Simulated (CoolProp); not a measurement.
Computed with CoolProp (reference Helmholtz-energy equation of state, Lemmon 2013).

Task: Give the vapour pressure (MPa), liquid density (kg/m³), enthalpy of vaporisation (kJ/kg), liquid cp (kJ/(kg K)) of saturated propylene at -54.65, -23.55 °C.

Result: 
```csv
T (°C),p (MPa),liquid density (kg/m³),enthalpy of vaporisation (kJ/kg),liquid cp (kJ/(kg K))
-54.65,0.0727,619,447,2.17
-23.55,0.269,579,410,2.30
```
